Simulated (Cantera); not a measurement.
**NO annealing gas**

An isothermal, constant-pressure homogeneous reactor starts with NO : N₂ = 1 : 10 (molar parts), at 2100 K and 0.120 bar.

Detailed kinetics in Cantera: GRI-Mech 3.0 (53 species, 325 reactions).

| t (s) | x NO | x O₂ | x O | x N₂O | x NO₂ | x N₂ |
|---|---|---|---|---|---|---|
| 0.000800 | 0.0909 | 2.16e-8 | 2.16e-6 | 1.49e-6 | 3.59e-8 | 0.909 |
| 0.00224 | 0.0909 | 1.97e-7 | 7.19e-6 | 2.94e-6 | 1.54e-7 | 0.909 |
| 0.00626 | 0.0909 | 1.90e-6 | 2.40e-5 | 4.00e-6 | 5.63e-7 | 0.909 |
| 0.0175 | 0.0908 | 1.78e-5 | 7.04e-5 | 4.07e-6 | 1.65e-6 | 0.909 |
| 0.0490 | 0.0905 | 0.000143 | 0.000154 | 3.96e-6 | 3.47e-6 | 0.909 |
| 0.137 | 0.0892 | 0.000740 | 0.000211 | 3.80e-6 | 4.65e-6 | 0.910 |
| 0.383 | 0.0852 | 0.00271 | 0.000276 | 3.42e-6 | 5.99e-6 | 0.912 |
| 1.07 | 0.0721 | 0.00918 | 0.000422 | 2.39e-6 | 8.04e-6 | 0.918 |
| 3.00 | 0.0382 | 0.0260 | 0.000662 | 6.97e-7 | 6.88e-6 | 0.935 |
x: mole fraction; the columns are a selection and need not sum to one.

Equilibrium at this temperature and pressure: NO 0.00494, O₂ 0.0425, O 0.000833, N₂O 1.05e-7, NO₂ 1.13e-6, N₂ 0.952 (gas phase only).
